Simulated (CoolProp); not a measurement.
A single-stage vapour-compression cycle with the fluid: evaporating at 228.15 K (dew point), condensing at 272.15 K (bubble point), superheat 0 K, subcooling 5 K, compressor efficiency 0.85, no pressure losses. The same conditions are run with several fluids, on thermodynamics alone (safety and materials aside).

Model: reference Helmholtz-energy equation of state of each fluid (CH2F2 (R32): Tillner-Roth 1997; carbonyl sulfide: Lemmon 2006; sulfur dioxide: Gao 2016; propylene: Lemmon 2013; C2F6 (R116): Lemmon 2006; propane: Lemmon 2009), in CoolProp.

```json
[
 {"fluid": "CH2F2 (R32)", "cooling COP": "3.72", "pressure ratio": "5.60", "discharge temperature (K)": "337.0", "refrigerating effect (kJ/kg)": "310", "volumetric capacity (kJ/m³)": "1260"},
 {"fluid": "carbonyl sulfide", "cooling COP": "3.81", "pressure ratio": "4.93", "discharge temperature (K)": "334.2", "refrigerating effect (kJ/kg)": "258", "volumetric capacity (kJ/m³)": "1080"},
 {"fluid": "sulfur dioxide", "cooling COP": "3.70", "pressure ratio": "9.37", "discharge temperature (K)": "387.2", "refrigerating effect (kJ/kg)": "366", "volumetric capacity (kJ/m³)": "198"},
 {"fluid": "propylene", "cooling COP": "3.83", "pressure ratio": "4.97", "discharge temperature (K)": "299.6", "refrigerating effect (kJ/kg)": "346", "volumetric capacity (kJ/m³)": "911"},
 {"fluid": "C2F6 (R116)", "cooling COP": "2.97", "pressure ratio": "4.00", "discharge temperature (K)": "275.1", "refrigerating effect (kJ/kg)": "56.1", "volumetric capacity (kJ/m³)": "2100"},
 {"fluid": "propane", "cooling COP": "3.84", "pressure ratio": "5.17", "discharge temperature (K)": "293.1", "refrigerating effect (kJ/kg)": "337", "volumetric capacity (kJ/m³)": "723"}
]
```
